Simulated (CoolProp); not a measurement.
Vapour-liquid equilibrium of hydrogen chloride (1) + n-butane (2) at 0.6 MPa; x and y are mole fractions of (1).

Values from CoolProp's multi-fluid Helmholtz-energy mixture model, Thol 2018 and Bücker 2006; pair parameters Bell 2016.

| x | bubble temperature (K) | y at the bubble point | dew temperature at overall composition x (K) | liquid density (mol/L) |
|---|---|---|---|---|
| 0.05 | 304.3 | 0.499 | 328.4 | 10.04 |
| 0.2 | 257.1 | 0.913 | 321.3 | 12.19 |
| 0.35 | 241.7 | 0.961 | 313.4 | 14.06 |
| 0.5 | 236.2 | 0.973 | 304.2 | 16.14 |
| 0.65 | 233.5 | 0.979 | 292.8 | 18.74 |
| 0.8 | 231.0 | 0.985 | 276.9 | 22.27 |
| 0.95 | 227.8 | 0.995 | 246.1 | 27.43 |

No azeotrope shows between x = 0.05 and 0.95.

The pair parameters rest on a limited set of measurements; away from them the model extrapolates. With so large a gap from Raoult's law the liquid may split in two, which this calculation doesn't test in full.
